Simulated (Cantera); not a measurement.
Input (Python, Cantera) and output of one run.

```python
import numpy as np
import cantera as ct

gas_names = """
    H HNO HNO2 HNO3 HO2 H2 H2O H2O2 N NH NH2 NH3 NH2OH NO NO2 NO3 N2 N2H2 N2H4 N2O O OH O2 O3 Si SiH
    SiH2 SiH3 SiH4 SiN SiO SiO2 Si2 Si2N Si3
""".split()
cond_names = """
    H2O(s) H2O(L) Si(cr) Si(L) SiO2(Lqz) SiO2(hqz) SiO2(L) Si2N2O(s) Si3N4(a)
""".split()


def load(file, names, dense=False):
    # The tables refer to 1 bar. Condensed volumes are neglected.
    table = {s.name: s for s in ct.Species.list_from_file(file)}
    out = []
    for n in names:
        d = dict(table[n].input_data)
        d["thermo"] = dict(d["thermo"], **{"reference-pressure": 1e5})
        if dense:
            d["equation-of-state"] = {"model": "constant-volume", "density": "1e6 g/cm^3"}
        out.append(ct.Species.from_dict(d))
    return out


gas = ct.Solution(thermo="ideal-gas", species=load("nasa_gas.yaml", gas_names))
cond = {s.name: ct.Solution(thermo="fixed-stoichiometry", species=[s], name=s.name)
        for s in load("nasa_condensed.yaml", cond_names, dense=True)}
atoms = {
    'Si3N4': {'Si': 3, 'N': 4},
    'N2O': {'N': 2, 'O': 1},
    'H2': {'H': 2},
}
top_T = {'Si2N2O(s)': 2100, 'Si3N4(a)': 2400}  # K; cautious upper limits of use, not melting points


def equilibrate(T, P, feed):
    n = {}
    for name, mol in feed.items():
        for a, k in atoms[name].items():
            n[a] = n.get(a, 0.0) + k * mol
    gas.TPX = T, P, n
    mass = sum(n.values()) * gas.mean_molecular_weight
    gas.equilibrate("TP")
    valid = [c for c in cond.values() if c.min_temp <= T <= top_T.get(c.name, c.max_temp)]
    mix = ct.Mixture([(gas, mass / gas.mean_molecular_weight)] + [(c, 0.0) for c in valid])
    mix.T, mix.P = T, P
    mix.equilibrate("TP", solver="vcs", rtol=1e-11, max_steps=5000)
    return mix


results = []
feed = {'Si3N4': 1, 'N2O': 2.3, 'H2': 96}  # mol
P = 101325  # Pa
for T in [975, 1075, 1175, 1275, 1375, 1475, 1575, 1675, 1775, 1875]:
    mix = equilibrate(T, P, feed)
    results.append((T, P, feed, dict(zip(mix.species_names, mix.species_moles))))
    x = sorted(zip(gas.X, gas.species_names), reverse=True)
    print(f"T = {T:g} K  P = {P:g} Pa  gas = {mix.phase_moles(0):.4g} mol")
    print("   x: " + "  ".join(f"{s} {v:.3e}" for v, s in x if v > 0.001))
    print("   condensed (mol): " + ("  ".join(f"{mix.phase(i).name} {mix.phase_moles(i):.4g}"
          for i in range(1, mix.n_phases) if mix.phase_moles(i) > 1e-12) or "none"))
```

Output:

```
T = 975 K  P = 101325 Pa  gas = 99.05 mol
   x: H2 9.690e-01  N2 3.089e-02
   condensed (mol): SiO2(hqz) 0.5307  Si2N2O(s) 1.235
T = 1075 K  P = 101325 Pa  gas = 99.06 mol
   x: H2 9.690e-01  N2 3.091e-02
   condensed (mol): SiO2(hqz) 0.529  Si2N2O(s) 1.235
T = 1175 K  P = 101325 Pa  gas = 99.06 mol
   x: H2 9.690e-01  N2 3.091e-02
   condensed (mol): SiO2(hqz) 0.527  Si2N2O(s) 1.237
T = 1275 K  P = 101325 Pa  gas = 99.06 mol
   x: H2 9.689e-01  N2 3.090e-02
   condensed (mol): SiO2(hqz) 0.5245  Si2N2O(s) 1.238
T = 1375 K  P = 101325 Pa  gas = 99.06 mol
   x: H2 9.689e-01  N2 3.089e-02
   condensed (mol): SiO2(hqz) 0.5217  Si2N2O(s) 1.239
T = 1475 K  P = 101325 Pa  gas = 99.06 mol
   x: H2 9.689e-01  N2 3.088e-02
   condensed (mol): SiO2(hqz) 0.5185  Si2N2O(s) 1.241
T = 1575 K  P = 101325 Pa  gas = 99.07 mol
   x: H2 9.688e-01  N2 3.088e-02
   condensed (mol): SiO2(hqz) 0.5137  Si2N2O(s) 1.241
T = 1675 K  P = 101325 Pa  gas = 99.12 mol
   x: H2 9.681e-01  N2 3.098e-02
   condensed (mol): SiO2(hqz) 0.4966  Si2N2O(s) 1.229
T = 1775 K  P = 101325 Pa  gas = 99.51 mol
   x: H2 9.642e-01  N2 3.181e-02  SiO 3.362e-03
   condensed (mol): SiO2(L) 0.3967  Si2N2O(s) 1.134
T = 1875 K  P = 101325 Pa  gas = 101.1 mol
   x: H2 9.485e-01  N2 3.532e-02  SiO 1.527e-02
   condensed (mol): Si2N2O(s) 0.7274
```

These are equilibrium values from Cantera (NASA tables, ideal gas, pure condensed phases), not measurements of a reactor. Mutual solubility and eutectic melting of coexisting phases are not modelled. The tables hold silica as quartz up to 1696 K and as liquid above; real silica turns to tridymite and cristobalite and melts near 1996 K.
